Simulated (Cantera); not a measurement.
**Gas activation for diamond growth**

An isothermal, constant-pressure homogeneous reactor starts with CH₄ : H₂ = 0.04 : 1 (molar parts), at 1575 K and 100.0 Torr.

Detailed kinetics in Cantera: GRI-Mech 3.0 (53 species, 325 reactions). GRI-Mech 3.0 stops at C3 and has no aromatics, soot or wall deposition, so with more carbon than oxygen in the feed, carbon stays in small species such as C2H2 where larger ones or solid carbon would form.

| t (s) | x CH₄ | x H₂ | x C₂H | x C₂H₂ | x C₂H₆ | x CH₃ |
|---|---|---|---|---|---|---|
| 2.00e-5 | 0.0385 | 0.962 | <1e-12 | <1e-12 | <1e-12 | 2.30e-7 |
| 7.96e-5 | 0.0385 | 0.962 | <1e-12 | <1e-12 | 1.88e-11 | 9.03e-7 |
| 0.000317 | 0.0385 | 0.962 | <1e-12 | <1e-12 | 1.12e-9 | 3.58e-6 |
| 0.00126 | 0.0384 | 0.962 | <1e-12 | 3.28e-10 | 5.45e-8 | 1.41e-5 |
| 0.00501 | 0.0384 | 0.961 | <1e-12 | 2.04e-7 | 1.13e-6 | 4.89e-5 |
| 0.0199 | 0.0382 | 0.962 | 9.47e-12 | 3.12e-5 | 2.90e-6 | 8.05e-5 |
| 0.0794 | 0.0376 | 0.962 | 9.84e-11 | 0.000321 | 2.84e-6 | 7.99e-5 |
| 0.316 | 0.0353 | 0.963 | 4.41e-10 | 0.00143 | 2.53e-6 | 7.53e-5 |
| 1.26 | 0.0282 | 0.967 | 1.50e-9 | 0.00479 | 1.68e-6 | 6.14e-5 |
| 5.00 | 0.0157 | 0.973 | 3.51e-9 | 0.0108 | 6.00e-7 | 3.54e-5 |
x: mole fraction; the columns are a selection and need not sum to one.

Equilibrium at this temperature and pressure: CH₄ 0.00624, H₂ 0.978, C₂H 5.16e-9, C₂H₂ 0.0152, C₂H₆ 1.79e-7, CH₃ 1.47e-5 (gas phase only).
